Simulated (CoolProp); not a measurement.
Model: reference Helmholtz-energy equation of state, Thol 2021, in CoolProp.

Q: For chlorine, give the phase and the cp (kJ/(kg K)), cv (kJ/(kg K)) at 424.8 K and 20 MPa; 437.6 K and 0.215 MPa.

A: 
- 424.8 K and 20 MPa: supercritical; cp 1.11, cv 0.478
- 437.6 K and 0.215 MPa: gas; cp 0.509, cv 0.388
